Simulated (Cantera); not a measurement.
Input: 1 mol AlN, 0.029 mol H2, at 5800 Pa.

These are equilibrium values from Cantera (NASA tables, ideal gas, pure condensed phases), not measurements of a reactor. Candidate condensed phases: Al, AlN; 13 gas species. Kinetics and transport are ignored.

Task: At 2202 °C, list the 6 most abundant gas species with their mole fractions, and the condensed phases.

Result: Al 0.648, N2 0.326, H2 0.0126, H 0.0105, AlH 0.00211, Al2 0.00100. Condensed: gas only.
